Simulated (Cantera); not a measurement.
Input (Python, Cantera) and output of one run.

```python
import numpy as np
import cantera as ct

gas_names = [...]  # 95 gases of nasa_gas.yaml made of C, F, H
cond_names = """
    C(gr) C6H6(L) C7H8(L) C8H18(L),n-octa
""".split()


# ... load() reads the species with a 1 bar reference pressure and builds the phases ...
atoms = {
    'CHF3': {'C': 1, 'H': 1, 'F': 3},
    'CH4': {'C': 1, 'H': 4},
    'H2': {'H': 2},
}
top_T = {'C(gr)': 4500}  # K; cautious upper limits of use, not melting points


# ... equilibrate(T, P, feed) seeds the gas with the atoms and calls Mixture.equilibrate('TP', solver="vcs", rtol=1e-11, max_steps=5000) ...
results = []
feed = {'CHF3': 1, 'CH4': 0.56, 'H2': 0.14}  # mol
T = 2275  # K
P = 7000  # Pa
mix = equilibrate(T, P, feed)
results.append((T, P, feed, dict(zip(mix.species_names, mix.species_moles))))
x = sorted(zip(gas.X, gas.species_names), reverse=True)
print(f"T = {T:g} K  P = {P:g} Pa  gas = {mix.phase_moles(0):.4g} mol")
print("   x: " + "  ".join(f"{s} {v:.3e}" for v, s in x if v > 1e-06))
print("   condensed (mol): " + ("  ".join(f"{mix.phase(i).name} {mix.phase_moles(i):.4g}"
      for i in range(1, mix.n_phases) if mix.phase_moles(i) > 1e-12) or "none"))
```

Result:

```
T = 2275 K  P = 7000 Pa  gas = 3.275 mol
   x: HF 9.160e-01  H2 7.479e-02  H 8.775e-03  C2H2,acetylene 2.848e-04  F 1.180e-04  CF 1.792e-06  C2H 1.416e-06
   condensed (mol): C(gr) 1.558
```

Equilibrium computed with Cantera from the NASA thermochemical tables; the gas is ideal and each condensed phase is pure.
